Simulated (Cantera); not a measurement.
Input (Python, Cantera):

```python
import numpy as np
import cantera as ct

gas = ct.Solution("gri30.yaml")
gas.TPX = 473, 10000, {'CO': 1, 'H2': 0.065, 'O2': 0.649, 'N2': 2.44, 'CO2': 0.0091}
flame = ct.FreeFlame(gas, width=0.2)
flame.set_refine_criteria(ratio=3, slope=0.08, curve=0.16)
flame.transport_model = "mixture-averaged"
flame.solve(loglevel=0, auto=True)
z, T = flame.grid, flame.T
thick = (T[-1] - T[0]) / np.gradient(T, z).max()
show = ['CO', 'H2', 'O2', 'H2O2', 'NO', 'H2O']
print(f"laminar burning velocity  {flame.velocity[0] * 100:.3f} cm/s")
print(f"burnt temperature         {T[-1]:.1f} K")
print(f"thermal thickness         {thick * 1e3:.4f} mm")
print(f"grid points               {len(z)}")
z0 = z[flame.heat_release_rate.argmax()]
print(f"{'z/mm':>9s}{'T/K':>9s}{'u/(m/s)':>9s}" + "".join(f"{s:>11s}" for s in show))
rows = []
for k in (-3, -2, -1.5, -1, -0.5, -0.25, 0, 0.25, 0.5, 1, 2, 4, 8):
    zz = z0 + k * thick
    rows.append([k * thick, np.interp(zz, z, T), np.interp(zz, z, flame.velocity),
                 *(np.interp(zz, z, flame.X[gas.species_index(s)]) for s in show)])
    print(f"{rows[-1][0] * 1e3:9.3f}{rows[-1][1]:9.1f}{rows[-1][2]:9.3f}" + "".join(f"{x:11.3e}" for x in rows[-1][3:]))
```

It prints:

```
laminar burning velocity  85.598 cm/s
burnt temperature         2253.4 K
thermal thickness         16.2753 mm
grid points               153
     z/mm      T/K  u/(m/s)         CO         H2         O2       H2O2         NO        H2O
  -48.826    473.0    0.856  2.402e-01  1.561e-02  1.559e-01  6.722e-15  2.698e-16  3.535e-13
  -32.551    473.0    0.856  2.402e-01  1.561e-02  1.559e-01  4.785e-13  2.741e-16  2.056e-11
  -24.413    473.0    0.856  2.402e-01  1.561e-02  1.559e-01  1.488e-11  4.055e-16  4.851e-10
  -16.275    473.0    0.856  2.402e-01  1.559e-02  1.559e-01  9.012e-10  8.577e-15  2.148e-08
   -8.138    473.9    0.857  2.403e-01  1.530e-02  1.559e-01  8.918e-07  1.025e-11  1.148e-05
   -4.069    569.8    1.027  2.351e-01  1.361e-02  1.531e-01  8.127e-06  6.695e-09  1.196e-03
    0.000    982.3    1.744  1.942e-01  5.055e-03  1.278e-01  1.097e-07  6.824e-07  8.080e-03
    4.069   1281.3    2.225  1.296e-01  9.586e-04  8.567e-02  5.340e-08  5.866e-06  7.875e-03
    8.138   1430.6    2.448  9.933e-02  9.841e-04  6.931e-02  4.402e-08  1.400e-05  5.349e-03
   16.275   1573.4    2.663  8.847e-02  1.184e-03  6.529e-02  3.848e-08  2.698e-05  6.648e-03
   32.551   1716.3    2.876  8.243e-02  1.226e-03  6.410e-02  2.501e-08  4.310e-05  9.318e-03
   65.101   1854.2    3.077  7.370e-02  1.091e-03  6.156e-02  1.389e-08  6.913e-05  1.143e-02
  130.202   1980.8    3.256  6.305e-02  8.860e-04  5.789e-02  7.788e-09  1.418e-04  1.296e-02
```

Cantera simulation using GRI-Mech 3.0 (53 species, 325 reactions); the numbers are that mechanism's predictions, not measurements. Burning velocities carry a grid error of a few per cent, more on coarse grids.
